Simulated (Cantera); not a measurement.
Feed: 1 mol MgSO₄, 0.076 mol H₂O, 1.2 mol CO₂, held at 1252 °C and 0.00180 bar.

Cantera equilibrium calculation (NASA polynomials, part measured and part estimated; ideal gas, pure solids and liquids). Candidate condensed phases: C, C₆H₆, C₇H₈, C₈H₁₈, H₂O, H₂SO₄, Mg, MgCO₃, MgO, Mg(OH)₂, MgS, MgSO₄, S; 130 gas species. The numbers say what is thermodynamically allowed, not how fast it happens.

Base state: CO₂ 0.432, SO₂ 0.360, O₂ 0.180, H₂O 0.0273, OH 0.000236, SO₃ 0.000214, CO 0.000170, O 5.66e-5 (mole fractions); condensed: MgO(s).

What changes in the equilibrium state with this change: temperature from 1252 °C to 1752 °C?


```
species        before     after
-----------  --------  --------
CO₂             0.432     0.387
SO₂             0.360     0.347
O₂              0.180     0.189
CO           0.000170    0.0341
H₂O            0.0273    0.0231
Mg              <1e-9  0.000226
MgO             <1e-9   1.86e-5
S               <1e-9   1.16e-5
MgO(s), mol      1.00     0.999
```
